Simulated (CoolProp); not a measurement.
Vapour-liquid equilibrium of propane (1) + dimethyl ether (2) at -35.55 °C; x and y are mole fractions of (1).

Values from CoolProp's multi-fluid Helmholtz-energy mixture model, Lemmon 2009 and Wu 2011; pair parameters Bell 2016.

```csv
x,"bubble pressure, mixture model (MPa)","bubble pressure, Raoult's law (MPa)","y, mixture model","y, Raoult's law"
0.05,0.07189,0.06548,0.177,0.102
0.125,0.08426,0.07090,0.344,0.236
0.2,0.09409,0.07632,0.451,0.352
0.275,0.1020,0.08174,0.528,0.451
0.35,0.1085,0.08716,0.587,0.539
0.425,0.1138,0.09258,0.636,0.616
0.5,0.1184,0.09800,0.679,0.684
0.575,0.1222,0.1034,0.719,0.746
0.65,0.1256,0.1088,0.759,0.801
0.725,0.1285,0.1143,0.800,0.851
0.8,0.1309,0.1197,0.844,0.897
0.875,0.1328,0.1251,0.894,0.938
0.95,0.1339,0.1305,0.953,0.976
```

The largest gap from Raoult's law is +24.8 % in bubble pressure, at x = 0.275. No azeotrope shows between x = 0.05 and 0.95.

Pair parameters are fitted to limited data, so mixtures are less certain than the pure fluids.
